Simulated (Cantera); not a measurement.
A closed system holds: 1 mol SiC, 0.019 mol N2, equilibrated at 1825 °C and 0.548 Torr.

Method: chemical equilibrium by Gibbs-energy minimisation in Cantera with the NASA 1993 tables (ideal gas, pure condensed phases). Candidate condensed phases: C, Si, SiC, Si3N4; 20 gas species. The tables' values for SiN are old estimates; treat these amounts as uncertain. Kinetics and transport are ignored.

Base state: N2 0.984, Si 0.0139, SiC2 0.000888, Si2C 0.000564, SiN 7.75e-5, CN 7.03e-5, Si2 1.40e-5 (mole fractions); condensed: C(graphite) + SiC(s).

**Question.** What changes in the equilibrium state with this change: pressure from 0.548 Torr to 0.0285 Torr?

**Answer.** 
| species | before | after |
|---|---|---|
| N2 | 0.984 | 0.705 |
| Si | 0.0139 | 0.267 |
| SiC2 | 0.000888 | 0.0171 |
| Si2C | 0.000564 | 0.0108 |
| Si2 | 1.40e-5 | 0.000268 |
| SiC | 5.50e-7 | 1.06e-5 |
| Si2N | 7.22e-6 | 2.68e-5 |
| C(graphite), mol | 0.000262 | 0.00704 |
| SiC(s), mol | 1.000 | 0.992 |
